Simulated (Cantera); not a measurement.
A closed system holds: 1 mol Mg(OH)2, 0.91 mol H2O, held at 1750 K and 1330 Pa.

These are equilibrium values from Cantera (NASA tables, ideal gas, pure condensed phases), not measurements of a reactor. Candidate condensed phases: H2O, Mg, MgO, Mg(OH)2; 15 gas species. Rates play no part.

Task: What is the equilibrium state?

Result: 
```json
{
  "x(H2O)": "0.990",
  "x(H2)": "0.00572",
  "x(O2)": "0.00250",
  "x(OH)": "0.00155",
  "x(H)": "0.000152",
  "x(O)": "3.24e-5",
  "x(Mg(OH)2)": "3.92e-6",
  "n(MgO(s))": "1.000 mol",
  "gas_amount": "1.916 mol",
  "log10 activity of Mg(l) (absent)": "-9.90"
}
```
